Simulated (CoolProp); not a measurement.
Properties of R141b along the isobar 16.4 bar.

The numbers come from the reference Helmholtz-energy equation of state, Lemmon 2006 in CoolProp. It is a short technical equation, of lower accuracy than the large ones.

```tsv
T (°C)	phase	cp (kJ/(kg K))	Joule-Thomson coefficient (K/MPa)
141.55	liquid	1.454	0.3460
148.65	gas	1.188	19.27
155.75	gas	1.152	17.58
162.85	gas	1.127	16.17
170.05	gas	1.109	14.96
177.15	gas	1.097	13.94
184.25	gas	1.088	13.04
191.35	gas	1.082	12.25
198.45	gas	1.078	11.55
205.55	gas	1.075	10.92
212.65	gas	1.073	10.36
219.75	gas	1.073	9.843
226.85	gas	1.073	9.374
```
